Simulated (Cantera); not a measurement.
# Chlorosilane synthesis and conversion: SiCl4 + Cl2 + H2

Feed: 1 mol SiCl4, 1.3 mol Cl2, 4.6 mol H2, equilibrated at 1052 °C.

These are equilibrium values from Cantera (NASA tables, ideal gas, pure condensed phases), not measurements of a reactor. Candidate condensed phases: Si; 19 gas species. The tables' values for SiCl3 are old estimates; treat these amounts as uncertain. The numbers say what is thermodynamically allowed, not how fast it happens.

```
P (Pa)   log p H2  log p HCl  log p SiCl4  log p SiCl3  log p SiHCl3  log p SiCl2
-------  --------  ---------  -----------  -----------  ------------  -----------
10000       -1.35      -1.39        -1.93        -2.90         -3.18        -3.14
23000       -0.98      -1.04        -1.55        -2.68         -2.77        -3.08
51000       -0.63      -0.70        -1.18        -2.49         -2.40        -3.05
120000      -0.25      -0.33        -0.80        -2.29         -2.02        -3.04
260000       0.08       0.00        -0.46        -2.11         -1.67        -3.03
590000       0.44       0.36        -0.10        -1.93         -1.31        -3.02
1300000      0.78       0.70         0.24        -1.75         -0.96        -3.01
3000000      1.15       1.06         0.61        -1.57         -0.60        -3.01
```
log p: log10 of the partial pressure in bar; nothing condenses.

From 10000 Pa to 3000000 Pa nothing is condensed. The main Si-bearing gas is SiCl4 throughout.
